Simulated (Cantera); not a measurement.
An adiabatic, constant-volume homogeneous reactor starts with 14.1 % H2, 18.0 % O2, 67.9 % N2, at 975 K and 750 Torr.

Detailed kinetics in Cantera: the H2/O2 subset of GRI-Mech 3.0, which has no nitrogen chemistry.

Q: Predict: time of steepest temperature rise; temperature at 0.400 s; equilibrium temperature; x(H2) at 0.400 s; x(O2) at 0.400 s; x(H2O) at 0.400 s; x(H) at 0.400 s; x(HO2) at 0.400 s; x(H2O2) at 0.400 s; x(OH) at 0.400 s.

A: 
```json
{
 "time_of_steepest_temperature_rise": "0.614 ms",
 "temperature at 0.400 s": "2222 K",
 "equilibrium_temperature": "2222 K",
 "x(H2) at 0.400 s": "0.000392 (gas-phase equilibrium 0.000392)",
 "x(O2) at 0.400 s": "0.117 (gas-phase equilibrium 0.117)",
 "x(H2O) at 0.400 s": "0.148 (gas-phase equilibrium 0.148)",
 "x(H) at 0.400 s": "8.70e-5 (gas-phase equilibrium 8.70e-5)",
 "x(HO2) at 0.400 s": "6.00e-6 (gas-phase equilibrium 6.00e-6)",
 "x(H2O2) at 0.400 s": "2.66e-7 (gas-phase equilibrium 2.66e-7)",
 "x(OH) at 0.400 s": "0.00475 (gas-phase equilibrium 0.00475)"
}
```
